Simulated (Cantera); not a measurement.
A perfectly stirred reactor is fed with 0.662 % C2H6, 99.3 % N2, at 10.00 Torr; it is held at 1625 K, and followed from long to short residence time.

Computed with Cantera and GRI-Mech 3.0 (53 species, 325 reactions). GRI-Mech 3.0 stops at C3 and has no aromatics, soot or wall deposition, so with more carbon than oxygen in the feed, carbon stays in small species such as C2H2 where larger ones or solid carbon would form. Radical loss at walls, strong at low pressure, is not modelled.

x: mole fraction; the columns are a selection and need not sum to one.

```csv
τ (s),x C2H6,x CH4,x CH3,x C2H,x HCN
7.3,1.79e-6,0.000239,6.62e-5,3.26e-7,0.000243
2.5,4.94e-6,0.000346,0.000110,3.70e-7,0.000160
0.88,1.32e-5,0.000491,0.000182,4.18e-7,0.000104
0.30,3.61e-5,0.000681,0.000307,4.74e-7,6.54e-5
0.11,9.15e-5,0.000877,0.000501,5.27e-7,4.13e-5
0.037,0.000248,0.00104,0.000850,5.62e-7,2.41e-5
0.013,0.000640,0.00100,0.00138,5.19e-7,1.35e-5
0.0044,…,…,…,…,…
0.0015,0.00355,0.000246,0.00226,8.74e-8,1.90e-6
0.00053,0.00546,5.03e-5,0.00149,2.40e-9,1.82e-7
0.00018,…,…,…,<1e-12,6.49e-10
```

Problem. Fill in the missing entries.

Solution. 
- 0.0044, x C2H6: 0.00163
- 0.0044, x CH4: 0.000670
- 0.0044, x CH3: 0.00206
- 0.0044, x C2H: 3.31e-7
- 0.0044, x HCN: 6.30e-6
- 0.00018, x C2H6: 0.00628
- 0.00018, x CH4: 6.96e-6
- 0.00018, x CH3: 0.000632
